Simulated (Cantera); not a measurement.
Charge: 1 mol B₂O₃, 10 mol N₂, 82 mol H₂, equilibrated at 0.190 bar.

Method: chemical equilibrium by Gibbs-energy minimisation in Cantera with the NASA 1993 tables (ideal gas, pure condensed phases). Candidate condensed phases: B, BN, B₂O₃, B₃O₃H₃, H₂O; 39 gas species. N₂ is the only nitrogen source here; it is nearly inert below about 1500 K, so the nitride shown seldom forms there in practice. Mutual solubility and eutectic melting of coexisting phases are not modelled. Gases not in the tables: H₃BO₃. Kinetics and transport are ignored.

Task: At 1148 K, list the 5 most abundant gas species with their mole fractions, and the condensed phases.

Result: H₂ 0.890, N₂ 0.108, H₂O 0.00222, HBO₂ 4.14e-5, NH₃ 1.29e-5. Condensed: BN(s) + B₂O₃(l).
